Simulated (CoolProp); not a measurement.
Vapour-liquid equilibrium of n-hexane (1) + o-xylene (2) at 460.7 K; x and y are mole fractions of (1).

Computed with CoolProp (multi-fluid Helmholtz-energy mixture model, Thol 2019 and Zhou 2012; pair parameters Bell 2016).

```json
[
 {"x": "0.05", "bubble pressure, mixture model (MPa)": "0.3423", "bubble pressure, Raoult's law (MPa)": "0.3408", "y, mixture model": "0.203", "y, Raoult's law": "0.217"},
 {"x": "0.125", "bubble pressure, mixture model (MPa)": "0.4327", "bubble pressure, Raoult's law (MPa)": "0.4305", "y, mixture model": "…", "y, Raoult's law": "0.429"},
 {"x": "0.2", "bubble pressure, mixture model (MPa)": "0.5212", "bubble pressure, Raoult's law (MPa)": "0.5202", "y, mixture model": "0.529", "y, Raoult's law": "0.568"},
 {"x": "0.275", "bubble pressure, mixture model (MPa)": "0.6081", "bubble pressure, Raoult's law (MPa)": "0.6099", "y, mixture model": "0.620", "y, Raoult's law": "0.666"},
 {"x": "0.35", "bubble pressure, mixture model (MPa)": "…", "bubble pressure, Raoult's law (MPa)": "0.6996", "y, mixture model": "0.689", "y, Raoult's law": "0.739"},
 {"x": "0.425", "bubble pressure, mixture model (MPa)": "0.7783", "bubble pressure, Raoult's law (MPa)": "0.7893", "y, mixture model": "0.744", "y, Raoult's law": "0.795"},
 {"x": "0.5", "bubble pressure, mixture model (MPa)": "0.8625", "bubble pressure, Raoult's law (MPa)": "0.8790", "y, mixture model": "0.790", "y, Raoult's law": "0.840"},
 {"x": "0.575", "bubble pressure, mixture model (MPa)": "0.9469", "bubble pressure, Raoult's law (MPa)": "0.9688", "y, mixture model": "0.828", "y, Raoult's law": "0.877"},
 {"x": "0.65", "bubble pressure, mixture model (MPa)": "1.032", "bubble pressure, Raoult's law (MPa)": "1.058", "y, mixture model": "0.863", "y, Raoult's law": "0.907"},
 {"x": "0.725", "bubble pressure, mixture model (MPa)": "1.120", "bubble pressure, Raoult's law (MPa)": "1.148", "y, mixture model": "0.894", "y, Raoult's law": "0.933"},
 {"x": "0.8", "bubble pressure, mixture model (MPa)": "1.210", "bubble pressure, Raoult's law (MPa)": "1.238", "y, mixture model": "0.924", "y, Raoult's law": "0.955"},
 {"x": "0.875", "bubble pressure, mixture model (MPa)": "…", "bubble pressure, Raoult's law (MPa)": "1.328", "y, mixture model": "0.952", "y, Raoult's law": "0.974"},
 {"x": "0.95", "bubble pressure, mixture model (MPa)": "1.406", "bubble pressure, Raoult's law (MPa)": "1.417", "y, mixture model": "0.981", "y, Raoult's law": "0.990"}
]
```

Q: Some entries are withheld; supply them.

A: 
- 0.125, y, mixture model: 0.400
- 0.35, bubble pressure, mixture model (MPa): 0.6937
- 0.875, bubble pressure, mixture model (MPa): 1.305

The largest gap from Raoult's law is -2.4 % in bubble pressure, at x = 0.725. No azeotrope shows between x = 0.05 and 0.95.

The pair parameters rest on a limited set of measurements; away from them the model extrapolates. The gap from Raoult's law changes sign with composition, which may be real or a fault of the pair parameters; it wasn't checked against measurements.
